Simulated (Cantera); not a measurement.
Input: 1 mol Si2H6, a varied amount of O3, equilibrated at 748.15 K and 0.740 bar.

Method: chemical equilibrium by Gibbs-energy minimisation in Cantera with the NASA 1993 tables (ideal gas, pure condensed phases). Candidate condensed phases: H2O, Si, SiO2; 18 gas species. The feed counts by its element totals alone. The numbers say what is thermodynamically allowed, not how fast it happens.

log p: log10 of the partial pressure in bar; n: condensed amount in mol.

| n(O3) (mol) | log p H2 | log p H2O | log p O2 | log p SiH4 | n Si(s) | n SiO2(α-quartz) |
|---|---|---|---|---|---|---|
| 0.35 | -0.13 | <-12 | <-12 | -7.06 | 1.48 | 0.525 |
| 0.69 | -0.13 | <-12 | <-12 | -7.06 | 0.965 | 1.03 |
| 1 | -0.13 | <-12 | <-12 | -7.06 | ___ | ___ |
| 1.4 | -0.16 | -1.31 | <-12 | <-12 | 0 | 2.00 |
| 1.7 | ___ | ___ | <-12 | <-12 | 0 | 2.00 |
| 2 | -0.61 | -0.31 | <-12 | <-12 | 0 | 2.00 |
| 2.4 | <-12 | -0.15 | -1.62 | <-12 | 0 | 2.00 |
| 2.7 | <-12 | -0.20 | -0.94 | <-12 | 0 | 2.00 |
| 3 | <-12 | -0.26 | -0.73 | <-12 | 0 | 2.00 |
| 3.4 | <-12 | -0.32 | -0.59 | <-12 | 0 | 2.00 |

**Question.** Some entries are withheld; supply them.

**Answer.** 
- 1.7, log p H2: -0.33
- 1.7, log p H2O: -0.57
- 1, n Si(s): 0.500
- 1, n SiO2(α-quartz): 1.50
